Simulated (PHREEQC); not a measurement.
## Metal-bearing waste water: speciation

Make-up at 30 °C: 0.1 mol/kgw FeCl3, 0.013 mol/kgw CaCl2 and 0.0018 mol/kgw H2SO4. Closed to the air; pH follows from the charge balance.

Computed with PHREEQC (ion-association model, wateq4f.dat).

The pH is 1.83. The ionic strength comes out as 0.419 mol/kgw. The activity of water is 0.994. The total alkalinity is -204 meq/kg.

```tsv
species	molality	activity	log γ
Cl-	0.254	0.166	-0.184
FeCl+2	0.0515	0.0117	-0.645
Fe+3	0.0212	0.00199	-1.027
H+	0.0192	0.0148	-0.114
Ca+2	0.0130	0.00345	-0.576
FeCl2+	0.0102	0.00741	-0.137
FeOH+2	0.00511	0.00116	-0.645
```

No solid was allowed to form. Saturation is exceeded, for instance for Hematite (slow to form), Goethite (slow to form); the values hold only as long as no solid forms.
